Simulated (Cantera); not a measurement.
Reactions in the system H-N-O-Ti

Standard-state values (1 bar) from the NASA 1993 polynomials, evaluated with Cantera. Values are per mole of reaction as written; species without (g) are pure solids or liquids, kept so even where they would boil at 1 bar.

NO(g) + 3 OH(g) + 6 TiO(g) → NH3(g) + 2 Ti3O5

```
T (K)  ΔH° (kJ)  ΔS° (J/K)  ΔG° (kJ)  log10 K  condensed phases
-----  --------  ---------  --------  -------  ----------------
300     -5500.0    -1711.1   -4986.6   868.23          Ti3O5(s)
1550    -5327.6    -1485.1   -3025.7   101.96          Ti3O5(s)
1625    -5314.3    -1476.7   -2914.6    93.69          Ti3O5(s)
1700    -5300.3    -1468.3   -2804.2    86.16          Ti3O5(s)
1775    -5285.9    -1460.0   -2694.4    79.29          Ti3O5(s)
1850    -5270.9    -1451.7   -2585.2    72.99          Ti3O5(s)
1925    -5255.3    -1443.5   -2476.6    67.20          Ti3O5(s)
2000    -5239.3    -1435.3   -2368.7    61.86          Ti3O5(s)
2075    -4879.3    -1259.7   -2265.5    57.03          Ti3O5(l)
2150    -4861.8    -1251.4   -2171.3    52.75          Ti3O5(l)
```
